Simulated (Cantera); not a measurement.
**Gas-phase reforming**

A perfectly stirred reactor is fed with 30.3 % CH4, 69.7 % CO2, at 0.987 atm; it is held at 1875 K, and followed from long to short residence time.

Computed with Cantera and GRI-Mech 3.0 (53 species, 325 reactions).

```json
[
 {"τ (s)": "2.1", "x CH4": "0.00220", "x CO2": "0.0937", "x H2": "0.217", "x C2H": "1.41e-8", "x OH": "1.66e-5"},
 {"τ (s)": "0.61", "x CH4": "0.00499", "x CO2": "0.101", "x H2": "0.207", "x C2H": "7.24e-8", "x OH": "1.76e-5"},
 {"τ (s)": "0.18", "x CH4": "0.00962", "x CO2": "0.121", "x H2": "0.185", "x C2H": "2.56e-7", "x OH": "2.01e-5"},
 {"τ (s)": "0.051", "x CH4": "0.0171", "x CO2": "0.164", "x H2": "0.150", "x C2H": "6.61e-7", "x OH": "2.42e-5"},
 {"τ (s)": "0.015", "x CH4": "0.0305", "x CO2": "0.239", "x H2": "0.119", "x C2H": "1.17e-6", "x OH": "2.68e-5"},
 {"τ (s)": "0.0042", "x CH4": "0.0637", "x CO2": "0.364", "x H2": "0.112", "x C2H": "1.32e-6", "x OH": "2.17e-5"},
 {"τ (s)": "0.0012", "x CH4": "0.129", "x CO2": "0.516", "x H2": "0.116", "x C2H": "9.27e-7", "x OH": "1.19e-5"}
]
```
x: mole fraction; the columns are a selection and need not sum to one.
